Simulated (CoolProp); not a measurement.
The numbers come from the reference Helmholtz-energy equation of state, Tillner-Roth 1997 in CoolProp.

For CH2F2 (R32), give the phase and the viscosity (µPa s), Prandtl number at 306.1 K and 0.241 MPa; 306.1 K and 2.41 MPa.


- 306.1 K and 0.241 MPa: gas; viscosity 13.7, Prandtl number 0.844
- 306.1 K and 2.41 MPa: liquid; viscosity 102, Prandtl number 1.61

Viscosity comes from a separate model (Bell 2016), an estimate that may be off by 10 % or more. Thermal conductivity comes from a separate model (Huber 2003), an estimate that may be off by 10 % or more.
